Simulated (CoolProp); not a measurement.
Computed with CoolProp (reference Helmholtz-energy equation of state, Lemmon 2013).

Question: For propylene, give the phase and the cp (kJ/(kg K)), speed of sound (m/s), viscosity (µPa s) at -131.05 °C and 6.4 bar; -57.35 °C and 8.97 bar; 117.85 °C and 11.7 bar.

Answer: 
- -131.05 °C and 6.4 bar: liquid; cp 2.07, speed of sound 1720, viscosity 743
- -57.35 °C and 8.97 bar: liquid; cp 2.15, speed of sound 1260, viscosity 220
- 117.85 °C and 11.7 bar: gas; cp 1.98, speed of sound 277, viscosity 11.6

Viscosity comes from a separate model (Huber 2003), an estimate that may be off by 10 % or more.
